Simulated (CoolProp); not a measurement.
Vapour-liquid equilibrium of R22 (1) + R113 (2) at 326.6 K; x and y are mole fractions of (1).

Values from CoolProp's multi-fluid Helmholtz-energy mixture model, Kamei 1995 and Marx 1992; pair parameters Bell 2016.

Q: Give the bubble pressure and the first vapour's composition at x = 0.425, 0.5, 0.8. Is there an azeotrope?

A: x = 0.425: 9.662 bar, y = 0.900; x = 0.5: 11.05 bar, y = 0.918; x = 0.8: 16.53 bar, y = 0.967. No azeotrope shows between x = 0.05 and 0.95.

Pair parameters are fitted to limited data, so mixtures are less certain than the pure fluids. The gap from Raoult's law changes sign with composition, which may be real or a fault of the pair parameters; it wasn't checked against measurements.
